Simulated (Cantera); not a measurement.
Cantera run:

```python
import numpy as np
import cantera as ct

gas_names = """
    CL CL2 H HCL H2 N NH NH2 NH3 N2 N2H2 N2H4 Ti TiCL TiCL2 TiCL3 TiCL4
""".split()
cond_names = """
    NH4CL(a) NH4CL(b) Ti(a) Ti(b) Ti(L) TiCL2(s) TiCL3(s) TiCL4(L) TiN(s) TiN(L)
""".split()


# ... load() reads the species with a 1 bar reference pressure and builds the phases ...
atoms = {
    'TiN': {'Ti': 1, 'N': 1},
    'HCl': {'H': 1, 'CL': 1},
}
top_T = {'TiCL2(s)': 1300, 'TiCL3(s)': 1000}  # K; cautious upper limits of use, not melting points


# ... equilibrate(T, P, feed) seeds the gas with the atoms and calls Mixture.equilibrate('TP', solver="vcs", rtol=1e-11, max_steps=5000) ...
results = []
feed = {'TiN': 1, 'HCl': 26}  # mol
T = 1573.15  # K
P = 14000  # Pa
mix = equilibrate(T, P, feed)
results.append((T, P, feed, dict(zip(mix.species_names, mix.species_moles))))
x = sorted(zip(gas.X, gas.species_names), reverse=True)
print(f"T = {T:g} K  P = {P:g} Pa  gas = {mix.phase_moles(0):.4g} mol")
print("   x: " + "  ".join(f"{s} {v:.3e}" for v, s in x if v > 1e-05))
print("   condensed (mol): " + ("  ".join(f"{mix.phase(i).name} {mix.phase_moles(i):.4g}"
      for i in range(1, mix.n_phases) if mix.phase_moles(i) > 1e-12) or "none"))
```

It prints:

```
T = 1573.15 K  P = 14000 Pa  gas = 25.65 mol
   x: HCL 8.689e-01  H2 7.229e-02  TiCL4 2.740e-02  N2 1.949e-02  TiCL3 1.157e-02  CL 2.796e-04  H 2.926e-05  TiCL2 1.271e-05
   condensed (mol): none
```

These are equilibrium values from Cantera (NASA tables, ideal gas, pure condensed phases), not measurements of a reactor. The tables' values for TiCl2 are old estimates; treat these amounts as uncertain.
